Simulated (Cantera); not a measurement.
Feed: 1 mol Pb, 0.0057 mol H2S, 49 mol N2, 2.5 mol NH3, at 1200 K and 90.0 Torr.

Method: chemical equilibrium by Gibbs-energy minimisation in Cantera with the NASA 1993 tables (ideal gas, pure condensed phases). Candidate condensed phases: Pb, PbS, S; 18 gas species. Equilibrium is a limit: real reactors are often held back by kinetics, nucleation or transport.

Base state: N2 0.925, H2 0.0692, Pb 0.00536, PbS 9.63e-5 (mole fractions); condensed: Pb(l).

Task: What changes in the equilibrium state with this change: H2S from 0.0057 to 1.3 mol?

Result: 
```csv
species,before,after
N2,0.925,0.892
H2,0.0692,0.0831
PbS,9.63e-5,0.0163
S2,<1e-9,0.000104
H2S,8.67e-6,0.00655
SH,1.56e-8,1.07e-5
"Pb(l), mol",0.704,0
```
Gases not in the tables: S3 to S7.

Task: What changes in the equilibrium state with this change: temperature from 1200 K to 973 K?

Result: 
| species | before | after |
|---|---|---|
| N2 | 0.925 | 0.930 |
| H2 | 0.0692 | 0.0695 |
| H2S | 8.67e-6 | 7.68e-5 |
| Pb | 0.00536 | 7.29e-5 |
| PbS | 9.63e-5 | 2.87e-5 |
| Pb(l), mol | 0.704 | 0.995 |
